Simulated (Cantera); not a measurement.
Charge: 1 mol PbO, 0.092 mol H2, held at 1125 K and 10.0 mbar.

Method: chemical equilibrium by Gibbs-energy minimisation in Cantera with the NASA 1993 tables (ideal gas, pure condensed phases). Candidate condensed phases: H2O, Pb, PbO, PbO2, Pb3O4; 12 gas species. Mutual solubility and eutectic melting of coexisting phases are not modelled. Rates play no part.

Base state: H2O 0.980, Pb 0.0189, PbO 0.00121, H2 0.000218 (mole fractions); condensed: Pb(l) + PbO(yellow).

Problem. What changes in the equilibrium state with this change: pressure from 10.0 mbar to 23.0 Pa?

Solution. 
```json
[
 {"species": "H2O", "before": "0.980", "after": "0.474"},
 {"species": "Pb", "before": "0.0189", "after": "0.474"},
 {"species": "PbO", "before": "0.00121", "after": "0.0524"},
 {"species": "H2", "before": "0.000218", "after": "6.08e-5"},
 {"species": "Pb(l), mol", "before": "0.0902", "after": "0"},
 {"species": "PbO(yellow), mol", "before": "0.908", "after": "0.898"}
]
```
